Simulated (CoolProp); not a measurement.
A single-stage vapour-compression cycle with methanol: evaporating at 315.15 K (dew point), condensing at 349.15 K (bubble point), superheat 2 K, subcooling 8 K, compressor efficiency 0.85, no pressure losses. Each further row changes one setting.

Values from CoolProp's reference Helmholtz-energy equation of state, de Reuck 1993.

```
case                              cooling COP  pressure ratio  discharge temperature (K)  refrigerating effect (kJ/kg)  volumetric capacity (kJ/m³)
--------------------------------  -----------  --------------  -------------------------  ----------------------------  ---------------------------
as stated                                7.37            4.02                      405.4                          1080                          526
evaporating temperature 320.15 K         8.91            3.21                      394.1                          1080                          654
condensing temperature 344.15 K          8.75            3.34                      391.9                          1090                          533
subcooling 13 K                          7.47            4.02                      405.4                          1090                          533
superheat 12 K                           7.18            4.02                      424.2                          1100                          516
compressor efficiency 0.75               6.50            4.02                      416.5                          1080                          526
```
